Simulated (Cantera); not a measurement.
What does this Cantera script print?

```python
import numpy as np
import cantera as ct

gas = ct.Solution("gri30.yaml")


def delay(T, t_max=10):
    gas.TPX = T, 270000, {'CH4': 1, 'O2': 3.12, 'N2': 11.8}
    reactor = ct.IdealGasConstPressureReactor(gas, clone=False)
    net = ct.ReactorNet([reactor])
    net.rtol, net.atol = 1e-8, 1e-16
    while net.time < t_max:
        t_old, T_old = net.time, reactor.T
        net.step()
        if reactor.T > T + 400:  # ignition: a rise of 400 K
            return t_old + (T + 400 - T_old) / (reactor.T - T_old) * (net.time - t_old)
    return np.nan


taus = []
for T in [1200, 1300, 1400, 1500, 1600, 1700, 1800, 1900, 2000, 2100]:
    taus.append(delay(T))
    print(f"T0 = {T:6g} K   tau = {taus[-1]:.4e} s")
```

Result:

```
T0 =   1200 K   tau = 1.4857e-02 s
T0 =   1300 K   tau = 4.1218e-03 s
T0 =   1400 K   tau = 1.2981e-03 s
T0 =   1500 K   tau = 4.6382e-04 s
T0 =   1600 K   tau = 1.8900e-04 s
T0 =   1700 K   tau = 8.7461e-05 s
T0 =   1800 K   tau = 4.5161e-05 s
T0 =   1900 K   tau = 2.5479e-05 s
T0 =   2000 K   tau = 1.5430e-05 s
T0 =   2100 K   tau = 9.8963e-06 s
```

Detailed kinetics in Cantera: GRI-Mech 3.0 (53 species, 325 reactions).
